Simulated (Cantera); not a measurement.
# Diamond growth

A diamond (100) surface in a fixed gas of H2 with x(CH4) = 0.0039, x(CH3) = 4.8e-05, at 1175 K, 0.200 bar; coverages are run to steady state.

Computed with Cantera and the Harris–Goodwin 1993 mechanism for the reconstructed diamond (100) surface.

| x(H) | growth (µm/h) | θ c6HH | θ c6H* | θ c6*H | θ c6** | θ c6HM |
|---|---|---|---|---|---|---|
| 0.0001 | 0.327 | 0.608 | 0.0263 | 0.354 | 0.00520 | 0.00325 |
| 0.00025 | 0.923 | 0.528 | 0.0313 | 0.422 | 0.0112 | 0.00404 |
| 0.00064 | 2.19 | 0.485 | 0.0339 | 0.456 | 0.0180 | 0.00417 |
| 0.0016 | 4.18 | 0.466 | 0.0350 | 0.470 | 0.0229 | 0.00341 |
| 0.004 | 6.41 | 0.458 | 0.0356 | 0.477 | 0.0257 | 0.00217 |
| 0.01 | 8.12 | 0.456 | 0.0361 | 0.479 | 0.0270 | 0.00112 |
| 0.026 | 9.13 | 0.455 | 0.0369 | 0.480 | 0.0277 | 0.000486 |
| 0.065 | 9.66 | 0.454 | 0.0386 | 0.479 | 0.0284 | 0.000206 |
| 0.16 | 10.1 | 0.453 | 0.0425 | 0.475 | 0.0294 | 8.74e-5 |
θ: site fractions in the mechanism's names (c6HH fully hydrogenated, c6H* and c6*H radical sites, c6** diradical, c6HM methylated).
